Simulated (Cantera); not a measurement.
A closed system holds: 1 mol Fe3O4, a varied amount of C, 1 mol N2, at 1100 K and 0.430 bar.

Equilibrium computed with Cantera from the NASA thermochemical tables; the gas is ideal and each condensed phase is pure. Candidate condensed phases: C, Fe, Fe(CO)5, FeO, Fe2O3, Fe3O4; 27 gas species. The tables' stoichiometric FeO is somewhat more stable than real wüstite, so its field is too wide. FeO: taken at fixed stoichiometry. Kinetics and transport are ignored.

Task: At 0.61 mol C, list the 3 most abundant gas species with their mole fractions, and the condensed phases.

Result: N2 0.621, CO2 0.242, CO 0.137. Condensed: FeO(s).
